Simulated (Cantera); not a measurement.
Feed: 1 mol CuO, 0.87 mol CH₄, 2.1 mol H₂, 4.7 mol CO, equilibrated at 2048.15 K and 72000 Pa.

Method: chemical equilibrium by Gibbs-energy minimisation in Cantera with the NASA 1993 tables (ideal gas, pure condensed phases). Candidate condensed phases: C, C₆H₆, C₇H₈, C₈H₁₈, Cu, CuO, Cu(OH)₂, Cu₂O, H₂O; 113 gas species. The numbers say what is thermodynamically allowed, not how fast it happens.

Base state: CO 0.583, H₂ 0.393, H₂O 0.0104, Cu 0.00925, CO₂ 0.00325, H 0.00166, Cu₂ 4.49e-5 (mole fractions); condensed: Cu(l).

Q: What changes in the equilibrium state with this change: temperature from 2048.15 K to 1600 K?

A: 
| species | before | after |
|---|---|---|
| CO | 0.583 | 0.587 |
| H₂ | 0.393 | 0.399 |
| H₂O | 0.0104 | 0.00927 |
| Cu | 0.00925 | 5.52e-5 |
| Cu₂ | 4.49e-5 | 3.95e-8 |
| H | 0.00166 | 4.05e-5 |
| Cu(l), mol | 0.911 | 0.999 |
